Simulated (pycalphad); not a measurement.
Computed with pycalphad from the COST 507 light-alloy database (1999), at 1 atm. The database dates from 1999; later assessments differ in places, in temperatures and in the compounds included. Amounts are mole fractions of atoms.

Question: Give the equilibrium state of Al-12.51Si (at.%) at 550 K.

Answer: FCC_A1, fraction 0.875, with 0.04 Si at.%; DIAMOND_A4, fraction 0.125, with >99.99 Si at.%.

FCC_A1 is fcc; DIAMOND_A4 is diamond (Si).
